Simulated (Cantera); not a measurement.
What does this Cantera script print?

```python
import numpy as np
import cantera as ct

gas_names = """
    F FO FO2 F2 F2O N NF NF2 NF3 NO NO2 NO3 N2 N2O O O2 O3 Si SiF SiF2 SiF3 SiF4 SiN SiO SiO2 Si2 Si2N
    Si3
""".split()
cond_names = """
    Si(cr) Si(L) SiO2(Lqz) SiO2(hqz) SiO2(L) Si2N2O(s) Si3N4(a)
""".split()


# ... load() reads the species with a 1 bar reference pressure and builds the phases ...
atoms = {
    'SiF4': {'Si': 1, 'F': 4},
    'O2': {'O': 2},
    'N2': {'N': 2},
}
top_T = {'Si2N2O(s)': 2100, 'Si3N4(a)': 2400}  # K; cautious upper limits of use, not melting points


# ... equilibrate(T, P, feed) seeds the gas with the atoms and calls Mixture.equilibrate('TP', solver="vcs", rtol=1e-11, max_steps=5000) ...
results = []
feed = {'SiF4': 1, 'O2': 7.3, 'N2': 30}  # mol
P = 133.322  # Pa
for T in [673, 773, 873, 973, 1073, 1173, 1273, 1373, 1473, 1573, 1673, 1773]:
    mix = equilibrate(T, P, feed)
    results.append((T, P, feed, dict(zip(mix.species_names, mix.species_moles))))

top = {s: max(r[3][s] / sum(r[3][g] for g in gas_names) for r in results) for s in gas_names}
cols = sorted((s for s in top if top[s] > 0.001), key=lambda s: -top[s])[:7]
seen = [c for c in cond_names if any(r[3].get(c, 0) > 1e-12 for r in results)]
print("log10 of partial pressures in bar; condensed amounts in mol")
print(f"{'T/K':>10s}" + "".join(f"{s[:9]:>10s}" for s in cols + seen))
for T, P, feed, n in results:
    ng = sum(n[g] for g in gas_names)
    print(f"{T:10.4g}" + "".join(f"{np.log10(max(n[s] / ng * P / 1e5, 1e-99)):10.3f}" for s in cols)
          + "".join(f"{n.get(c, 0):10.4g}" for c in seen))
```

Output:

```
log10 of partial pressures in bar; condensed amounts in mol
       T/K        N2        O2      SiF4        NO         O SiO2(hqz)   SiO2(L)
       673    -2.981    -3.595    -4.458    -9.721   -17.996         0         0
       773    -2.981    -3.595    -4.458    -8.804   -15.470         0         0
       873    -2.981    -3.595    -4.458    -8.097   -13.519 1.694e-11         0
       973    -2.981    -3.595    -4.458    -7.535   -11.967 5.982e-10         0
      1073    -2.981    -3.595    -4.458    -7.077   -10.703 1.192e-08         0
      1173    -2.981    -3.595    -4.458    -6.698    -9.652 1.424e-07         0
      1273    -2.981    -3.595    -4.458    -6.378    -8.766 1.145e-06         0
      1373    -2.981    -3.596    -4.458    -6.105    -8.008 6.721e-06         0
      1473    -2.981    -3.596    -4.458    -5.869    -7.352 3.049e-05         0
      1573    -2.982    -3.597    -4.458    -5.663    -6.780  0.000111         0
      1673    -2.982    -3.598    -4.459    -5.482    -6.275 0.0003264         0
      1773    -2.982    -3.601    -4.460    -5.323    -5.828         0 0.0006928
```

Method: chemical equilibrium by Gibbs-energy minimisation in Cantera with the NASA 1993 tables (ideal gas, pure condensed phases). The tables' values for SiF3 are old estimates; treat these amounts as uncertain. The tables hold silica as quartz up to 1696 K and as liquid above; real silica turns to tridymite and cristobalite and melts near 1996 K.
